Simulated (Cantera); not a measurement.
## Adiabatic ignition

An adiabatic, constant-pressure homogeneous reactor starts with 17.3 % CO, 2.60 % H₂, 6.59 % CH₄, 15.4 % O₂, 58.1 % N₂, equivalence ratio 1.5, at 1175 K and 1.01 bar.

Detailed kinetics in Cantera: GRI-Mech 3.0 (53 species, 325 reactions).

```json
[
 {"t (s)": "1.00e-6", "T (K)": "1175", "x CO": "0.173", "x H₂": "0.0260", "x CH₄": "0.0659", "x H₂O": "1.35e-10", "x C₂H": "<1e-12"},
 {"t (s)": "3.67e-6", "T (K)": "1175", "x CO": "0.173", "x H₂": "0.0260", "x CH₄": "0.0659", "x H₂O": "2.00e-9", "x C₂H": "<1e-12"},
 {"t (s)": "1.35e-5", "T (K)": "1175", "x CO": "0.173", "x H₂": "0.0260", "x CH₄": "0.0659", "x H₂O": "1.50e-8", "x C₂H": "<1e-12"},
 {"t (s)": "4.95e-5", "T (K)": "1175", "x CO": "0.173", "x H₂": "0.0260", "x CH₄": "0.0659", "x H₂O": "9.32e-8", "x C₂H": "<1e-12"},
 {"t (s)": "0.000182", "T (K)": "1175", "x CO": "0.173", "x H₂": "0.0260", "x CH₄": "0.0659", "x H₂O": "1.01e-6", "x C₂H": "<1e-12"},
 {"t (s)": "0.000667", "T (K)": "1175", "x CO": "0.173", "x H₂": "0.0260", "x CH₄": "0.0658", "x H₂O": "8.43e-5", "x C₂H": "<1e-12"},
 {"t (s)": "0.00245", "T (K)": "1194", "x CO": "0.173", "x H₂": "0.0257", "x CH₄": "0.0633", "x H₂O": "0.00239", "x C₂H": "<1e-12"},
 {"t (s)": "0.00899", "T (K)": "2647", "x CO": "0.140", "x H₂": "0.0262", "x CH₄": "<1e-12", "x H₂O": "0.125", "x C₂H": "<1e-12"},
 {"t (s)": "0.0330", "T (K)": "2644", "x CO": "0.140", "x H₂": "0.0263", "x CH₄": "<1e-12", "x H₂O": "0.125", "x C₂H": "<1e-12"},
 {"t (s)": "0.121", "T (K)": "2644", "x CO": "0.140", "x H₂": "0.0263", "x CH₄": "<1e-12", "x H₂O": "0.125", "x C₂H": "<1e-12"},
 {"t (s)": "0.445", "T (K)": "2644", "x CO": "0.140", "x H₂": "0.0263", "x CH₄": "<1e-12", "x H₂O": "0.125", "x C₂H": "<1e-12"},
 {"t (s)": "1.63", "T (K)": "2644", "x CO": "0.140", "x H₂": "0.0263", "x CH₄": "<1e-12", "x H₂O": "0.125", "x C₂H": "<1e-12"},
 {"t (s)": "6.00", "T (K)": "2644", "x CO": "0.140", "x H₂": "0.0263", "x CH₄": "<1e-12", "x H₂O": "0.125", "x C₂H": "<1e-12"}
]
```
x: mole fraction; the columns are a selection and need not sum to one.

```
Property                                                          Result
---------------------------------  -------------------------------------
time of steepest temperature rise                                4.56 ms
temperature at 6.00 s                                             2644 K
equilibrium temperature                                           2644 K
x(CO) at 6.00 s                      0.140 (gas-phase equilibrium 0.140)
x(H₂) at 6.00 s                    0.0263 (gas-phase equilibrium 0.0263)
x(CH₄) at 6.00 s                   <1e-12 (gas-phase equilibrium <1e-12)
```
